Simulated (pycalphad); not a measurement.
Phase fractions of Sn-1.049Si (wt.%)

All values are pycalphad results on the COST 507 light-alloy database (1999) (1 atm), not direct measurements. The data set is of 1999 and partly superseded. Phase fractions are per mole of atoms.

```json
[
 {"T (K)": "1350", "liquid": "1.000", "diamond (Si)": "-", "bct (Sn)": "-"},
 {"T (K)": "1300", "liquid": "0.994", "diamond (Si)": "0.006", "bct (Sn)": "-"},
 {"T (K)": "1250", "liquid": "0.983", "diamond (Si)": "0.017", "bct (Sn)": "-"},
 {"T (K)": "1200", "liquid": "0.975", "diamond (Si)": "0.025", "bct (Sn)": "-"},
 {"T (K)": "1150", "liquid": "0.969", "diamond (Si)": "0.031", "bct (Sn)": "-"},
 {"T (K)": "1100", "liquid": "0.965", "diamond (Si)": "0.035", "bct (Sn)": "-"},
 {"T (K)": "1050", "liquid": "0.962", "diamond (Si)": "0.038", "bct (Sn)": "-"},
 {"T (K)": "1000", "liquid": "0.960", "diamond (Si)": "0.040", "bct (Sn)": "-"},
 {"T (K)": "950", "liquid": "0.959", "diamond (Si)": "0.041", "bct (Sn)": "-"},
 {"T (K)": "900", "liquid": "0.958", "diamond (Si)": "0.042", "bct (Sn)": "-"},
 {"T (K)": "850", "liquid": "0.958", "diamond (Si)": "0.042", "bct (Sn)": "-"},
 {"T (K)": "800", "liquid": "0.957", "diamond (Si)": "0.043", "bct (Sn)": "-"},
 {"T (K)": "750", "liquid": "0.957", "diamond (Si)": "0.043", "bct (Sn)": "-"},
 {"T (K)": "700", "liquid": "0.957", "diamond (Si)": "0.043", "bct (Sn)": "-"},
 {"T (K)": "650", "liquid": "0.957", "diamond (Si)": "0.043", "bct (Sn)": "-"},
 {"T (K)": "600", "liquid": "0.957", "diamond (Si)": "0.043", "bct (Sn)": "-"},
 {"T (K)": "550", "liquid": "0.957", "diamond (Si)": "0.043", "bct (Sn)": "-"},
 {"T (K)": "500", "liquid": "-", "diamond (Si)": "0.043", "bct (Sn)": "0.957"}
]
```
